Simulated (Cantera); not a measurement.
An isothermal, constant-pressure homogeneous reactor starts with 1.15 % CH₂O, 2.88 % O₂, 96.0 % N₂, equivalence ratio 0.40, at 900 K and 3.36 atm.

Cantera simulation using GRI-Mech 3.0 (53 species, 325 reactions); the numbers are that mechanism's predictions, not measurements. Below about 1000 K GRI-Mech 3.0 lacks low-temperature oxidation paths.

Task: Predict: x(O₂) at 70.0 s; x(HO₂) at 70.0 s.

Result: 
| Property | Result |
|---|---|
| x(O₂) at 70.0 s | 0.0178 (gas-phase equilibrium 0.0173) |
| x(HO₂) at 70.0 s | 3.51e-7 (gas-phase equilibrium 1.11e-11) |
